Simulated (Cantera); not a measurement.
What does this Cantera script print?

```python
import numpy as np
import cantera as ct

gas_names = """
    H HO2 H2 H2O H2O2 O OH O2 O3 Pb PbO Pb2
""".split()
cond_names = """
    H2O(s) H2O(L) Pb(cr) Pb(L) PbO(rd) PbO(yw) PbO(L) PbO2(s) Pb3O4(s)
""".split()


# ... load() reads the species with a 1 bar reference pressure and builds the phases ...
atoms = {
    'PbO': {'Pb': 1, 'O': 1},
    'H2': {'H': 2},
}
top_T = {'Pb3O4(s)': 820}  # K; cautious upper limits of use, not melting points


# ... equilibrate(T, P, feed) seeds the gas with the atoms and calls Mixture.equilibrate('TP', solver="vcs", rtol=1e-11, max_steps=5000) ...
results = []
feed = {'PbO': 1, 'H2': 0.8}  # mol
P = 10000  # Pa
for T in [700, 800, 900, 1000, 1100, 1200, 1300, 1400, 1500, 1600]:
    mix = equilibrate(T, P, feed)
    results.append((T, P, feed, dict(zip(mix.species_names, mix.species_moles))))
    x = sorted(zip(gas.X, gas.species_names), reverse=True)
    print(f"T = {T:g} K  P = {P:g} Pa  gas = {mix.phase_moles(0):.4g} mol")
    print("   x: " + "  ".join(f"{s} {v:.3e}" for v, s in x if v > 0.0001))
    print("   condensed (mol): " + ("  ".join(f"{mix.phase(i).name} {mix.phase_moles(i):.4g}"
          for i in range(1, mix.n_phases) if mix.phase_moles(i) > 1e-12) or "none"))
```

Result:

```
T = 700 K  P = 10000 Pa  gas = 0.8 mol
   x: H2O 1.000e+00
   condensed (mol): Pb(L) 0.8  PbO(rd) 0.2
T = 800 K  P = 10000 Pa  gas = 0.8 mol
   x: H2O 9.999e-01
   condensed (mol): Pb(L) 0.7999  PbO(yw) 0.2001
T = 900 K  P = 10000 Pa  gas = 0.8 mol
   x: H2O 9.999e-01
   condensed (mol): Pb(L) 0.7999  PbO(yw) 0.2001
T = 1000 K  P = 10000 Pa  gas = 0.8001 mol
   x: H2O 9.997e-01  Pb 1.620e-04  H2 1.472e-04
   condensed (mol): Pb(L) 0.7998  PbO(yw) 0.2001
T = 1100 K  P = 10000 Pa  gas = 0.801 mol
   x: H2O 9.985e-01  Pb 1.212e-03  H2 2.060e-04
   condensed (mol): Pb(L) 0.7989  PbO(yw) 0.2001
T = 1200 K  P = 10000 Pa  gas = 0.8057 mol
   x: H2O 9.926e-01  Pb 6.431e-03  PbO 6.823e-04  H2 3.020e-04
   condensed (mol): Pb(L) 0.7946  PbO(L) 0.1997
T = 1300 K  P = 10000 Pa  gas = 0.8254 mol
   x: H2O 9.688e-01  Pb 2.624e-02  PbO 4.513e-03  H2 4.696e-04
   condensed (mol): Pb(L) 0.7779  PbO(L) 0.1967
T = 1400 K  P = 10000 Pa  gas = 0.8984 mol
   x: H2O 8.898e-01  Pb 8.714e-02  PbO 2.238e-02  H2 6.528e-04
   condensed (mol): Pb(L) 0.7211  PbO(L) 0.1805
T = 1500 K  P = 10000 Pa  gas = 1.201 mol
   x: H2O 6.653e-01  Pb 2.456e-01  PbO 8.824e-02  H2 7.079e-04  Pb2 1.029e-04
   condensed (mol): Pb(L) 0.5041  PbO(L) 0.09476
T = 1600 K  P = 10000 Pa  gas = 1.8 mol
   x: H2O 4.432e-01  Pb 4.429e-01  PbO 1.122e-01  H2 1.243e-03  Pb2 2.458e-04
   condensed (mol): none
```

Equilibrium computed with Cantera from the NASA thermochemical tables; the gas is ideal and each condensed phase is pure. Each liquid is taken as pure. Mutual solubility and eutectic melting of coexisting phases are not modelled. Gases not in the tables: (PbO)n polymers.
